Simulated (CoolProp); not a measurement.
Vapour pressure (kPa) of R365MFC: the reference equation beside estimates from Tc = 460.0 K, pc = 3266 kPa, ω = 0.377.

The numbers come from the reference Helmholtz-energy equation of state, Lemmon 2016 in CoolProp.

| T (K) | reference | Lee-Kesler | van der Waals |
|---|---|---|---|
| 328.1 | 167.5 | 168.0 | 720.0 |
| 331 | 183.7 | 184.5 | 752.5 |
| 333.8 | 200.6 | 201.7 | 784.7 |
| 336.6 | 218.6 | 220.0 | 817.9 |
| 339.5 | 238.5 | 240.3 | 853.1 |
| 342.3 | 259.0 | 261.3 | 888.0 |
| 345.1 | 280.9 | 283.6 | 923.9 |
| 348 | 305.1 | 308.2 | 962.0 |
| 350.8 | 329.8 | 333.5 | 999.7 |
| 353.6 | 356.1 | 360.3 | 1038 |
| 356.4 | 384.0 | 388.7 | 1078 |

Absolute difference from the reference over all 11 rows, mean and median: Lee-Kesler 0.8 and 0.9 %, van der Waals 247.7 and 242.9 %.
